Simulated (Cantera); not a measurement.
A closed system holds: 1 mol Al, 39 mol H2O, 70 mol H2, 0.81 mol N2, at 1.00 Torr.

Cantera equilibrium calculation (NASA polynomials, part measured and part estimated; ideal gas, pure solids and liquids). Candidate condensed phases: Al, AlN, Al2O3, H2O; 35 gas species. Kinetics and transport are ignored.

### Question
At 1352 °C, list the 4 most abundant gas species with their mole fractions, and the condensed phases.

### Answer
H2 0.650, H2O 0.341, N2 0.00737, H 0.00156. Condensed: Al2O3(s).
